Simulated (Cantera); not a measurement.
Reactions in the system C-H-Ta

Standard-state values (1 bar) from the NASA 1993 polynomials, evaluated with Cantera. Values are per mole of reaction as written; species without (g) are pure solids or liquids, kept so even where they would boil at 1 bar. TaC: taken at fixed stoichiometry.

2 Ta + 2 C2H2(g) → 2 TaC + C2H4(g)

```json
[
 {"T (K)": "600", "ΔH° (kJ)": "-696.3", "ΔS° (J/K)": "-191.1", "ΔG° (kJ)": "-581.6", "log10 K": "50.63"},
 {"T (K)": "800", "ΔH° (kJ)": "-696.7", "ΔS° (J/K)": "-191.8", "ΔG° (kJ)": "-543.3", "log10 K": "35.47"},
 {"T (K)": "1000", "ΔH° (kJ)": "-696.3", "ΔS° (J/K)": "-191.3", "ΔG° (kJ)": "-505.0", "log10 K": "26.38"},
 {"T (K)": "1200", "ΔH° (kJ)": "-695.2", "ΔS° (J/K)": "-190.3", "ΔG° (kJ)": "-466.8", "log10 K": "20.32"},
 {"T (K)": "1400", "ΔH° (kJ)": "-693.6", "ΔS° (J/K)": "-189.1", "ΔG° (kJ)": "-428.9", "log10 K": "16.00"},
 {"T (K)": "1600", "ΔH° (kJ)": "-691.7", "ΔS° (J/K)": "-187.8", "ΔG° (kJ)": "-391.2", "log10 K": "12.77"},
 {"T (K)": "1800", "ΔH° (kJ)": "-689.5", "ΔS° (J/K)": "-186.5", "ΔG° (kJ)": "-353.7", "log10 K": "10.27"},
 {"T (K)": "2000", "ΔH° (kJ)": "-687.1", "ΔS° (J/K)": "-185.3", "ΔG° (kJ)": "-316.6", "log10 K": "8.27"},
 {"T (K)": "2200", "ΔH° (kJ)": "-684.5", "ΔS° (J/K)": "-184.0", "ΔG° (kJ)": "-279.6", "log10 K": "6.64"},
 {"T (K)": "2400", "ΔH° (kJ)": "-681.9", "ΔS° (J/K)": "-182.9", "ΔG° (kJ)": "-243.0", "log10 K": "5.29"},
 {"T (K)": "2600", "ΔH° (kJ)": "-679.3", "ΔS° (J/K)": "-181.8", "ΔG° (kJ)": "-206.5", "log10 K": "4.15"}
]
```

9 TaC + 3 CH4(g) → 2 C6H6(g) + 9 Ta

```tsv
T (K)	ΔH° (kJ)	ΔS° (J/K)	ΔG° (kJ)	log10 K
600	1676.7	-52.8	1708.4	-148.72
800	1674.6	-55.8	1719.3	-112.26
1000	1673.4	-57.2	1730.6	-90.40
1200	1671.5	-58.9	1742.2	-75.83
1400	1668.6	-61.1	1754.2	-65.45
1600	1664.4	-63.9	1766.7	-57.68
1800	1658.8	-67.2	1779.8	-51.65
2000	1651.9	-70.9	1793.6	-46.84
2200	1643.7	-74.8	1808.2	-42.93
2400	1634.6	-78.7	1823.5	-39.69
2600	1625.1	-82.5	1839.6	-36.96
```

C3H8(g) + 3 Ta → 3 TaC + 4 H2(g)

```csv
T (K),ΔH° (kJ),ΔS° (J/K),ΔG° (kJ),log10 K
600,-308.2,301.2,-489.0,42.57
800,-300.8,312.0,-550.4,35.94
1000,-296.4,317.0,-613.4,32.04
1200,-294.1,319.1,-677.0,29.47
1400,-292.9,320.1,-741.0,27.65
1600,-292.5,320.4,-805.0,26.28
1800,-292.5,320.3,-869.1,25.22
2000,-292.8,320.2,-933.2,24.37
2200,-293.2,320.0,-997.2,23.68
2400,-293.6,319.8,-1061.2,23.09
2600,-294.2,319.6,-1125.1,22.60
```
